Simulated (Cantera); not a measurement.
Cantera run, input and output.

```python
import numpy as np
import cantera as ct

gas = ct.Solution("gri30.yaml")
gas.TPX = 2000, 100000, {'NO': 1, 'N2': 1.8}
reactor = ct.IdealGasConstPressureReactor(gas, energy="off", clone=False)
net = ct.ReactorNet([reactor])
net.rtol, net.atol = 1e-08, 1e-18
show = ['NO', 'O', 'O2', 'N2', 'NO2']
times = np.geomspace(0.0008, 200, 9)

steps = ct.SolutionArray(gas, extra=["t"])
rows = []
print(f"{'t/s':>10s}{'T/K':>9s}{'P/Pa':>11s}" + "".join(f"{s:>11s}" for s in show))
for t in times:
    while net.time < t:
        t_next = net.step()
        steps.append(gas.state, t=t_next)
    rows.append([np.interp(t, steps.t, y) for y in (steps.T, steps.P, *steps(*show).X.T)])
    print(f"{t:10.3e}{rows[-1][0]:9.1f}{rows[-1][1]:11.4g}" + "".join(f"{x:11.3e}" for x in rows[-1][2:]))
rate = np.gradient(steps.T, steps.t)
print("integrator steps:", len(steps.t))
if steps.T.max() > steps.T[0] + 200:
    print(f"time of steepest temperature rise: {steps.t[rate.argmax()]:.4e} s")
gas.TPX = 2000, 100000, {'NO': 1, 'N2': 1.8}
gas.equilibrate("TP")
print(f"equilibrium (TP): T = {gas.T:.1f} K  " + "  ".join(f"{s} {gas[s].X[0]:.3e}" for s in show))
```

Result:

```
       t/s      T/K       P/Pa         NO          O         O2         N2        NO2
 8.000e-04   2000.0      1e+05  3.568e-01  4.534e-05  4.007e-05  6.430e-01  8.047e-05
 3.783e-03   2000.0      1e+05  3.557e-01  5.830e-05  5.414e-04  6.435e-01  1.064e-04
 1.789e-02   2000.0      1e+05  3.508e-01  6.715e-05  3.021e-03  6.460e-01  1.224e-04
 8.459e-02   2000.0      1e+05  3.275e-01  9.818e-05  1.459e-02  6.576e-01  1.717e-04
 4.000e-01   2000.0      1e+05  2.354e-01  1.725e-04  6.056e-02  7.036e-01  2.228e-04
 1.891e+00   2000.0      1e+05  6.368e-02  2.589e-04  1.465e-01  7.895e-01  9.178e-05
 8.944e+00   2000.0      1e+05  8.355e-03  2.810e-04  1.742e-01  8.171e-01  1.310e-05
 4.229e+01   2000.0      1e+05  7.147e-03  2.814e-04  1.748e-01  8.177e-01  1.123e-05
 2.000e+02   2000.0      1e+05  7.147e-03  2.814e-04  1.748e-01  8.177e-01  1.123e-05
integrator steps: 1150
equilibrium (TP): T = 2000.0 K  NO 7.147e-03  O 2.814e-04  O2 1.748e-01  N2 8.177e-01  NO2 1.123e-05
```

Detailed kinetics in Cantera: GRI-Mech 3.0 (53 species, 325 reactions).
